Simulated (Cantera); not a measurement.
Mixture: CH4 : H2 : O2 : N2 = 1 : 0.062 : 2.26 : 8.49 (molar parts), at 1200000 Pa, adiabatic and at constant pressure. Ignition delay is the time to a rise of 400 K.

Model: GRI-Mech 3.0 (53 species, 325 reactions), integrated in Cantera. The pressure lies above the range GRI-Mech 3.0 was tuned for (to about 10 atm).

**Question.** Predict: delay at 1225 K; delay at 1375 K; delay at 1525 K; delay at 1675 K; apparent activation energy between 1600 and 1750 K.

**Answer.** 
| Property | Result |
|---|---|
| delay at 1225 K | 1.35 ms |
| delay at 1375 K | 0.341 ms |
| delay at 1525 K | 92.7 µs |
| delay at 1675 K | 28.5 µs |
| apparent activation energy between 1600 and 1750 K | 170 kJ/mol |
